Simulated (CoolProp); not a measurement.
A single-stage vapour-compression cycle with sulfur dioxide: evaporating at 277.15 K (dew point), condensing at 343.15 K (bubble point), superheat 10 K, subcooling 2 K, compressor efficiency 0.8, no pressure losses. Each further row changes one setting.

Computed with CoolProp (reference Helmholtz-energy equation of state, Gao 2016).

```json
[
 {"case": "as stated", "cooling COP": "2.59", "pressure ratio": "7.77", "discharge temperature (K)": "465.5", "refrigerating effect (kJ/kg)": "293", "volumetric capacity (kJ/m³)": "1490"},
 {"case": "evaporating temperature 282.15 K", "cooling COP": "2.90", "pressure ratio": "6.40", "discharge temperature (K)": "453.3", "refrigerating effect (kJ/kg)": "295", "volumetric capacity (kJ/m³)": "1800"},
 {"case": "condensing temperature 338.15 K", "cooling COP": "2.86", "pressure ratio": "6.86", "discharge temperature (K)": "453.0", "refrigerating effect (kJ/kg)": "300", "volumetric capacity (kJ/m³)": "1530"},
 {"case": "subcooling 7 K", "cooling COP": "2.65", "pressure ratio": "7.77", "discharge temperature (K)": "465.5", "refrigerating effect (kJ/kg)": "300", "volumetric capacity (kJ/m³)": "1530"},
 {"case": "superheat 20 K", "cooling COP": "2.55", "pressure ratio": "7.77", "discharge temperature (K)": "479.9", "refrigerating effect (kJ/kg)": "299", "volumetric capacity (kJ/m³)": "1460"},
 {"case": "compressor efficiency 0.7", "cooling COP": "2.26", "pressure ratio": "7.77", "discharge temperature (K)": "486.6", "refrigerating effect (kJ/kg)": "293", "volumetric capacity (kJ/m³)": "1490"}
]
```
